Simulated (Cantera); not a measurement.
## Stirred combustor or abatement burner

A perfectly stirred reactor is fed with 8.06 % C₂H₆, 17.6 % O₂, 66.2 % N₂, 8.06 % H₂O, equivalence ratio 1.6, at 8.68 atm; it is adiabatic with a 800 K inlet, and is followed from long to short residence time, starting on the burning branch (τ in s: 0.042, 0.024, 0.014, 0.008, 0.0046, 0.0026, 0.0015, 0.00087, 0.0005, 0.00029, 0.00017, 9.5e-05).

Detailed kinetics in Cantera: GRI-Mech 3.0 (53 species, 325 reactions).

```
τ (s)    T (K)    x C₂H₆      x O₂  x H₂O    x HO₂    x HCN
-------  -----  --------  --------  -----  -------  -------
0.042     2158   4.23e-7   4.52e-5  0.195  1.96e-8  1.14e-5
0.024     2159   7.51e-7   7.65e-5  0.195  3.33e-8  1.97e-5
0.014     2159   1.31e-6  0.000127  0.196  5.56e-8  3.15e-5
0.0080    2160   2.33e-6  0.000212  0.197  9.50e-8  4.68e-5
0.0046    2161   4.10e-6  0.000351  0.198  1.61e-7  6.28e-5
0.0026    2162   7.27e-6  0.000580  0.199  2.79e-7  7.72e-5
0.0015    2161   1.25e-5  0.000928  0.201  4.75e-7  8.73e-5
0.00087   2157   2.13e-5   0.00146  0.203  8.11e-7  9.28e-5
0.00050   2150   3.65e-5   0.00227  0.204  1.42e-6  9.37e-5
0.00029   2138   6.26e-5   0.00347  0.205  2.53e-6  8.95e-5
0.00017   2119  0.000109   0.00526  0.206  4.59e-6  7.94e-5
9.5e-5    2084  0.000210   0.00849  0.206  9.39e-6  6.01e-5
```
x: mole fraction; the columns are a selection and need not sum to one.
